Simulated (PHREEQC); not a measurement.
## Buffer

Make-up at 25 °C: 0.0073 mol/kgw NaH2PO4, 0.18 mol/kgw NaOH and 0.13 mol/kgw KCl. Closed to the air; pH follows from the charge balance.

Computed with PHREEQC (ion-association model, phreeqc.dat).

No solid was allowed to form.

Task: Estimate the pH, ionic strength.

Result: pH 13.04; ionic strength 0.339 mol/kgw.

Task: In which forms is P present?

Result: PO4-3 97 %, HPO4-2 2.4 % of the P.

Species that the database lacks are ignored.
